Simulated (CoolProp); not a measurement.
A Linde-Hampson liquefier for CF4 (R14): isothermal reversible compression at 320 K from 1 atm to 25 MPa, throttling to 1 atm, return gas leaving the recuperator 10 K below the feed. Each further row changes one setting.

Computed with CoolProp (reference Helmholtz-energy equation of state, Platzer 1990). This equation is an older, rougher fit; its heat capacities, sound speeds and derivatives of the liquid may be far off and weren't checked against measurements.

```csv
case,liquid yield per pass,compression work (kJ/kg of gas)
as stated,0.218,154
high pressure 50 MPa,0.226,178
warm-end temperature 350 K,0.163,173
warm-end gap 15 K,0.206,154
```
